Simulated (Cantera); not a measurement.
## Fluorocarbon and chlorocarbon gases: CH2F2

Charge: 1 mol CH2F2, at 0.000720 bar.

Equilibrium computed with Cantera from the NASA thermochemical tables; the gas is ideal and each condensed phase is pure. Candidate condensed phases: C, C6H6, C7H8, C8H18; 95 gas species. Kinetics and transport are ignored.

```
T (°C)   x HF       x F       x H      x H2     x CF    x CF2      x C3  n C(graphite)
------  -----  --------  --------  --------  -------  -------  --------  -------------
1402    1.000   7.13e-5   2.23e-5   2.66e-5  4.79e-8  2.06e-6  2.60e-12          1.000
1452    1.000  0.000121   4.45e-5   4.13e-5  1.15e-7  2.84e-6  1.45e-11          1.000
1502    1.000  0.000201   8.50e-5   6.21e-5  2.65e-7  3.88e-6  7.33e-11          1.000
1552    0.999  0.000326  0.000156   9.04e-5  5.84e-7  5.25e-6  3.38e-10          1.000
1602    0.999  0.000517  0.000276  0.000128  1.24e-6  7.05e-6   1.43e-9          1.000
1652    0.999  0.000803  0.000473  0.000176  2.54e-6  9.40e-6   5.64e-9          1.000
1702    0.998   0.00123  0.000784  0.000236  5.03e-6  1.25e-5   2.06e-8          1.000
1752    0.997   0.00184   0.00126  0.000311  9.66e-6  1.64e-5   7.07e-8          1.000
1802    0.995   0.00272   0.00198  0.000400  1.81e-5  2.14e-5   2.28e-7          1.000
1852    0.992   0.00396   0.00304  0.000505  3.28e-5  2.77e-5   6.95e-7          1.000
1902    0.989   0.00568   0.00455  0.000627  5.82e-5  3.57e-5   2.01e-6          1.000
```
x: gas mole fraction; n: condensed amount in mol.

From 1402 °C to 1902 °C the condensed part is C(graphite). The main C-bearing gas is CF2 at 1402 °C and CF at 1902 °C.
